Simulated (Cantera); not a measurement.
Charge: 1 mol SiO₂, 14 mol Cl₂, 3.3 mol O₂, held at 1750 K.

Equilibrium computed with Cantera from the NASA thermochemical tables; the gas is ideal and each condensed phase is pure. Candidate condensed phases: Si, SiO₂; 15 gas species. The tables hold silica as quartz up to 1696 K and as liquid above; real silica turns to tridymite and cristobalite and melts near 1996 K. Kinetics and transport are ignored.

**Question.** At 3.20 mbar, list the 5 most abundant gas species with their mole fractions, and the condensed phases.

**Answer.** Cl 0.852, O₂ 0.109, Cl₂ 0.0378, O 0.000437, ClO 0.000297. Condensed: SiO₂(condensed).
